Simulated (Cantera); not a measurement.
Cantera run, input and output.

```python
import numpy as np
import cantera as ct

gas = ct.Solution("gri30.yaml")
gas.TP = 300, 220000
flame = ct.CounterflowDiffusionFlame(gas, width=0.02)
flame.fuel_inlet.X, flame.fuel_inlet.T = {'CH4': 1, 'C2H6': 0.2, 'C3H8': 0.16, 'N2': 1.8}, 425
flame.oxidizer_inlet.X, flame.oxidizer_inlet.T = {'O2': 0.18, 'N2': 0.82}, 523
flame.set_refine_criteria(ratio=3, slope=0.12, curve=0.24, prune=0.03)
show = ['OH', 'H', 'NO', 'CO', 'C2H2']

rows = []
print(f"{'mdot':>8s}{'a_max':>10s}{'a_mean':>10s}{'Tmax/K':>9s}" + "".join(f"{s:>11s}" for s in show) + "   (peak mole fractions)")
for i, mdot in enumerate([0.55, 0.76, 1, 1.4, 2, 2.8, 3.8, 5.3, 7.2]):  # kg/m2/s on the oxidiser side
    flame.oxidizer_inlet.mdot, flame.fuel_inlet.mdot = mdot, 0.9 * mdot
    flame.solve(loglevel=0, auto=(i == 0))
    if flame.T.max() < max(425, 523) + 100:
        print(f"{mdot:8.3g}  no burning solution found from the previous one")
        break
    dT = np.abs(np.gradient(flame.T, flame.grid))
    rows.append([flame.strain_rate("max"), flame.strain_rate("mean"), flame.T.max(),
                 *(flame.X[gas.species_index(s)].max() for s in show), max(dT[0], dT[-1]) / dT.max()])
    print(f"{mdot:8.3g}{rows[-1][0]:10.1f}{rows[-1][1]:10.1f}{rows[-1][2]:9.1f}" + "".join(f"{x:11.3e}" for x in rows[-1][3:-1]))
```

It prints:

```
    mdot     a_max    a_mean   Tmax/K         OH          H         NO         CO       C2H2   (peak mole fractions)
    0.55     151.9      34.7   1945.3  3.568e-03  1.412e-03  1.459e-04  2.787e-02  1.154e-02
    0.76     205.5      48.0   1931.4  3.624e-03  1.509e-03  1.341e-04  2.828e-02  1.056e-02
       1     265.8      63.1   1917.9  3.640e-03  1.586e-03  1.221e-04  2.867e-02  9.714e-03
     1.4     365.5      88.4   1901.4  3.649e-03  1.680e-03  1.065e-04  2.929e-02  8.726e-03
       2     511.7     126.2   1881.4  3.611e-03  1.762e-03  8.800e-05  3.007e-02  7.640e-03
     2.8     702.8     176.7   1857.4  3.495e-03  1.803e-03  6.826e-05  3.092e-02  6.523e-03
     3.8     935.8     239.8   1829.6  3.297e-03  1.788e-03  4.924e-05  3.182e-02  5.383e-03
     5.3    1274.5     334.5   1785.5  2.896e-03  1.646e-03  2.770e-05  3.294e-02  3.871e-03
     7.2  no burning solution found from the previous one
```

Cantera simulation using GRI-Mech 3.0 (53 species, 325 reactions); the numbers are that mechanism's predictions, not measurements. GRI-Mech 3.0 was tuned for natural gas; its chemistry of propane as a main component is partial and can be far from experiment. GRI-Mech 3.0 has no aromatics or soot, which form on the fuel side of real flames. The maximum strain rate includes the flame's own expansion and is several times the mean. A flux with no burning solution from the previous one only brackets extinction.
